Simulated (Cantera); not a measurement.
Feed: 1 mol FeS, 1000 mol H₂, 0.28 mol H₂O, at 1100 K and 3400 Pa.

Equilibrium computed with Cantera from the NASA thermochemical tables; the gas is ideal and each condensed phase is pure. Candidate condensed phases: Fe, FeO, Fe(OH)₂, Fe(OH)₃, FeS, FeSO₄, FeS₂, Fe₂O₃, Fe₂(SO₄)₃, Fe₃O₄, H₂O, H₂SO₄, S; 22 gas species. Equilibrium is a limit: real reactors are often held back by kinetics, nucleation or transport.

### Question
What is the equilibrium state?

### Answer
- x(H₂): 0.999
- x(H₂S): 0.000999
- x(H₂O): 0.000280
- n(Fe(α)): 1.00 mol
- gas amount: 1000 mol
- log10 activity of S(l) (absent): -5.31
- log10 activity of Fe(OH)₂(s) (absent): -12.98
- log10 activity of Fe(OH)₃(s) (absent): -22.04
